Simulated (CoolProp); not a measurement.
100 sccm (0 °C, 1 atm) of nitrogen bubbles through liquid n-perfluorohexane at 312.4 K and leaves saturated at a total pressure of 0.15 MPa (ideal gas phase). Each further row changes one setting.

Values from CoolProp's reference Helmholtz-energy equation of state, Gao 2022.

```csv
case,vapour pressure (kPa),mole fraction of vapour,delivery (mg/min),delivery (sccm),change of delivery for a bath 1 K warmer (%)
as stated,53.0,[?],823,54.6,[?]
bath temperature 317.4 K,[?],[?],1120,[?],6.8
total pressure 0.3 MPa,53.0,0.177,[?],[?],[?]
```

**Question.** Complete the blanks.

**Answer.** 
- as stated, mole fraction of vapour: 0.353
- as stated, change of delivery for a bath 1 K warmer (%): 6.2
- bath temperature 317.4 K, vapour pressure (kPa): 64.1
- bath temperature 317.4 K, mole fraction of vapour: 0.427
- bath temperature 317.4 K, delivery (sccm): 74.6
- total pressure 0.3 MPa, delivery (mg/min): 323
- total pressure 0.3 MPa, delivery (sccm): 21.4
- total pressure 0.3 MPa, change of delivery for a bath 1 K warmer (%): 4.8
